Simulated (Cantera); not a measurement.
Charge: 1 mol Si3N4, 0.95 mol H2O, 4.8 mol N2, held at 0.00133 bar.

Method: chemical equilibrium by Gibbs-energy minimisation in Cantera with the NASA 1993 tables (ideal gas, pure condensed phases). Candidate condensed phases: H2O, Si, SiO2, Si2N2O, Si3N4; 35 gas species. Mutual solubility and eutectic melting of coexisting phases are not modelled. The tables' values for SiN are old estimates; treat these amounts as uncertain. Equilibrium is a limit: real reactors are often held back by kinetics, nucleation or transport.

x: gas mole fraction; n: condensed amount in mol.

| T (K) | x N2 | x H2 | x SiO | x H | x Si | x Si2N | x SiN | n Si2N2O(s) | n Si3N4(s) | n Si(l) |
|---|---|---|---|---|---|---|---|---|---|---|
| 1348 | 0.843 | 0.157 | 1.20e-6 | 2.51e-5 | 1.85e-9 | 2.62e-12 | 1.64e-10 | 0.950 | 0.367 | 0 |
| 1398 | 0.843 | 0.157 | [?] | [?] | [?] | [?] | 1.15e-9 | 0.950 | 0.367 | 0 |
| 1448 | 0.843 | 0.157 | [?] | [?] | [?] | [?] | 7.10e-9 | 0.950 | 0.367 | 0 |
| 1498 | 0.843 | 0.156 | 0.000212 | 0.000186 | 8.88e-7 | 6.82e-9 | 3.86e-8 | 0.949 | 0.367 | 0 |
| 1548 | 0.843 | 0.156 | 0.000949 | 0.000333 | 5.32e-6 | 6.65e-8 | 1.88e-7 | 0.944 | 0.369 | 0 |
| 1598 | 0.840 | 0.155 | 0.00385 | 0.000575 | 2.84e-5 | 5.60e-7 | 8.26e-7 | 0.927 | 0.374 | 0 |
| 1648 | 0.832 | 0.153 | 0.0144 | 0.000954 | 0.000138 | 4.16e-6 | 3.32e-6 | 0.861 | 0.396 | 0 |
| 1698 | 0.815 | 0.122 | 0.0617 | 0.00138 | 0.000493 | 1.79e-5 | 9.90e-6 | 0.471 | 0 | 1.57 |
| 1748 | 0.780 | 0.108 | 0.109 | 0.00206 | 0.00109 | 3.11e-5 | 1.83e-5 | 0 | 0 | 2.04 |
| 1798 | 0.778 | 0.107 | 0.109 | 0.00316 | 0.00231 | 5.35e-5 | 3.32e-5 | 0 | 0 | 2.03 |

Problem. Some entries are withheld; supply them.

Solution. 
- 1448, x SiO: 4.28e-5
- 1448, x H: 9.99e-5
- 1448, x Si: 1.31e-7
- 1448, x Si2N: 5.97e-10
- 1398, x SiO: 7.66e-6
- 1398, x H: 5.13e-5
- 1398, x Si: 1.68e-8
- 1398, x Si2N: 4.37e-11
